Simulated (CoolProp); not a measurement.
The fluid at 553.58 K and 0.658 MPa (gas) is heated at constant pressure to 580.4 K. The same conditions are run with several fluids, on thermodynamics alone (safety and materials aside).

Model: reference Helmholtz-energy equation of state of each fluid (sulfur hexafluoride: Guder 2009; carbon dioxide: Span 1996; n-pentane: Thol 2019; o-xylene: Zhou 2012; ethanol: Schroeder 2014), in CoolProp.

| fluid | heat (kJ/kg) | final density (kg/m³) |
|---|---|---|
| sulfur hexafluoride | 24.7 | 20.0 |
| carbon dioxide | 28.5 | 6.01 |
| n-pentane | 75.5 | 10.2 |
| o-xylene | 60.2 | 15.9 |
| ethanol | 62.6 | 6.39 |
